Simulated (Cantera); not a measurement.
A perfectly stirred reactor is fed with CH₃OH : O₂ : N₂ = 1 : 2.83 : 10.6 (molar parts), at 5.00 bar; it is adiabatic with a 350 K inlet, and is followed from long to short residence time, starting on the burning branch (τ in s: 0.051, 0.019, 0.0071, 0.0026, 0.00098, 0.00036, 0.00014, 5e-05, 1.9e-05).

Model: GRI-Mech 3.0 (53 species, 325 reactions), integrated in Cantera. GRI-Mech 3.0 was tuned for natural gas; its chemistry of methanol as a main component is partial and can be far from experiment.

Q: What does this change do: inlet temperature 350 to 575 K?

A: 
```
quantity                                                                       before                                 after
------------------------------------------------  -----------------------------------  ------------------------------------
blow-out, bracketed by the residence times tried  burning at 2.60 ms, out at 0.980 ms  burning at 0.360 ms, out at 0.140 ms
x(CH₃OH) at τ = 51.0 ms                                                       6.61e-6                               2.84e-6
x(O₂) at τ = 51.0 ms                                                           0.0891                                0.0890
x(NO) at τ = 51.0 ms                                                          2.15e-6                               1.29e-5
x(C₂H₆) at τ = 51.0 ms                                                         <1e-12                                <1e-12
x(C₂H₂) at τ = 51.0 ms                                                         <1e-12                                <1e-12
x(CH₃OH) at τ = 0.980 ms                                                       0.0693                               5.10e-5
x(O₂) at τ = 0.980 ms                                                           0.196                                0.0902
x(NO) at τ = 0.980 ms                                                          <1e-12                               4.87e-6
x(C₂H₆) at τ = 0.980 ms                                                        <1e-12                              5.09e-12
x(C₂H₂) at τ = 0.980 ms                                                        <1e-12                              9.06e-12
```

Q: What does this change do: inlet temperature 350 to 400 K?

A: 
```csv
quantity,before,after
"blow-out, bracketed by the residence times tried","burning at 2.60 ms, out at 0.980 ms","burning at 0.980 ms, out at 0.360 ms"
x(CH₃OH) at τ = 51.0 ms,6.61e-6,5.41e-6
x(O₂) at τ = 51.0 ms,0.0891,0.0891
x(NO) at τ = 51.0 ms,2.15e-6,3.04e-6
x(C₂H₆) at τ = 51.0 ms,<1e-12,<1e-12
x(C₂H₂) at τ = 51.0 ms,<1e-12,<1e-12
x(CH₃OH) at τ = 0.980 ms,0.0693,0.000125
x(O₂) at τ = 0.980 ms,0.196,0.0919
x(NO) at τ = 0.980 ms,<1e-12,1.12e-6
x(C₂H₆) at τ = 0.980 ms,<1e-12,1.97e-11
x(C₂H₂) at τ = 0.980 ms,<1e-12,1.32e-11
```
